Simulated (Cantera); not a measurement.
Input (Python, Cantera) and output of one run.

```python
import numpy as np
import cantera as ct

gas_names = """
    CL CL2 H HCL H2 N NH NH2 NH3 N2 N2H2 N2H4 Si SiCL SiCL2 SiCL3 SiCL4 SiH SiHCL3 SiH2 SiH2CL2 SiH3
    SiH3CL SiH4 SiN Si2 Si2N Si3
""".split()
cond_names = """
    NH4CL(a) NH4CL(b) Si(cr) Si(L) Si3N4(a)
""".split()


# ... load() reads the species with a 1 bar reference pressure and builds the phases ...
atoms = {
    'Si3N4': {'Si': 3, 'N': 4},
    'HCl': {'H': 1, 'CL': 1},
    'N2': {'N': 2},
}
top_T = {'Si3N4(a)': 2400}  # K; cautious upper limits of use, not melting points


# ... equilibrate(T, P, feed) seeds the gas with the atoms and calls Mixture.equilibrate('TP', solver="vcs", rtol=1e-11, max_steps=5000) ...
results = []
feed = {'Si3N4': 1, 'HCl': 11, 'N2': 22}  # mol
T = 1250  # K
for P in [1, 4.2, 18, 75, 320, 1300, 5600, 24000, 100000]:
    mix = equilibrate(T, P, feed)
    results.append((T, P, feed, dict(zip(mix.species_names, mix.species_moles))))

top = {s: max(r[3][s] / sum(r[3][g] for g in gas_names) for r in results) for s in gas_names}
cols = sorted((s for s in top if top[s] > 0.001), key=lambda s: -top[s])[:6]
seen = [c for c in cond_names if any(r[3].get(c, 0) > 1e-12 for r in results)]
print("log10 of partial pressures in bar; condensed amounts in mol")
print(f"{'P/Pa':>10s}" + "".join(f"{s[:9]:>10s}" for s in cols + seen))
for T, P, feed, n in results:
    ng = sum(n[g] for g in gas_names)
    print(f"{P:10.4g}" + "".join(f"{np.log10(max(n[s] / ng * P / 1e5, 1e-99)):10.3f}" for s in cols)
          + "".join(f"{n.get(c, 0):10.4g}" for c in seen))
```

It prints:

```
log10 of partial pressures in bar; condensed amounts in mol
      P/Pa        N2       HCL        H2     SiCL2     SiCL4     SiCL3  Si3N4(a)
         1    -5.165    -5.769    -6.132    -6.161    -8.230    -7.623    0.1695
       4.2    -4.543    -5.068    -5.601    -5.705    -6.902    -6.731     0.382
        18    -3.910    -4.394    -5.028    -5.351    -5.774    -5.990    0.5552
        75    -3.288    -3.764    -4.414    -5.120    -4.897    -5.436    0.6467
       320    -2.656    -3.141    -3.759    -4.950    -4.136    -4.971    0.6728
      1300    -2.046    -2.547    -3.117    -4.813    -3.453    -4.560    0.6656
      5600    -1.410    -1.933    -2.445    -4.680    -2.764    -4.150    0.6439
   2.4e+04    -0.776    -1.325    -1.777    -4.553    -2.088    -3.748    0.6162
     1e+05    -0.155    -0.730    -1.123    -4.432    -1.431    -3.359    0.5865
```

Method: chemical equilibrium by Gibbs-energy minimisation in Cantera with the NASA 1993 tables (ideal gas, pure condensed phases). The tables' values for SiCl3 are old estimates; treat these amounts as uncertain.
